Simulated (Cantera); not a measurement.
A perfectly stirred reactor is fed with C3H8 : H2 = 1 : 13 (molar parts), at 100 Pa; it is held at 1975 K, and followed from long to short residence time.

Cantera simulation using GRI-Mech 3.0 (53 species, 325 reactions); the numbers are that mechanism's predictions, not measurements. GRI-Mech 3.0 was tuned for natural gas; its chemistry of propane as a main component is partial and can be far from experiment. GRI-Mech 3.0 stops at C3 and has no aromatics, soot or wall deposition, so with more carbon than oxygen in the feed, carbon stays in small species such as C2H2 where larger ones or solid carbon would form. Radical loss at walls, strong at low pressure, is not modelled.

### Question
What does this change do: C3H8 1 to 3.1 parts?

### Answer
```tsv
quantity	before	after
x(C3H8) at τ = 16.0 s	7.11e-7	1.65e-6
x(H2) at τ = 16.0 s	0.899	0.804
x(CH2) at τ = 16.0 s	1.00e-5	1.34e-5
x(C2H2) at τ = 16.0 s	0.0863	0.180
x(H) at τ = 16.0 s	0.0118	0.0101
x(C3H8) at τ = 0.110 s	0.000135	0.000299
x(H2) at τ = 0.110 s	0.874	0.755
x(CH2) at τ = 0.110 s	4.23e-5	5.65e-5
x(C2H2) at τ = 0.110 s	0.0646	0.152
x(H) at τ = 0.110 s	0.00819	0.00781
```

### Question
What does this change do: temperature 1975 to 1700 K?

### Answer
```json
[
 {"quantity": "x(C3H8) at τ = 16.0 s", "before": "7.11e-7", "after": "4.07e-6"},
 {"quantity": "x(H2) at τ = 16.0 s", "before": "0.899", "after": "0.901"},
 {"quantity": "x(CH2) at τ = 16.0 s", "before": "1.00e-5", "after": "2.34e-6"},
 {"quantity": "x(C2H2) at τ = 16.0 s", "before": "0.0863", "after": "0.0822"},
 {"quantity": "x(H) at τ = 16.0 s", "before": "0.0118", "after": "0.00298"},
 {"quantity": "x(C3H8) at τ = 0.110 s", "before": "0.000135", "after": "0.000490"},
 {"quantity": "x(H2) at τ = 0.110 s", "before": "0.874", "after": "0.867"},
 {"quantity": "x(CH2) at τ = 0.110 s", "before": "4.23e-5", "after": "1.19e-5"},
 {"quantity": "x(C2H2) at τ = 0.110 s", "before": "0.0646", "after": "0.0530"},
 {"quantity": "x(H) at τ = 0.110 s", "before": "0.00819", "after": "0.00422"}
]
```
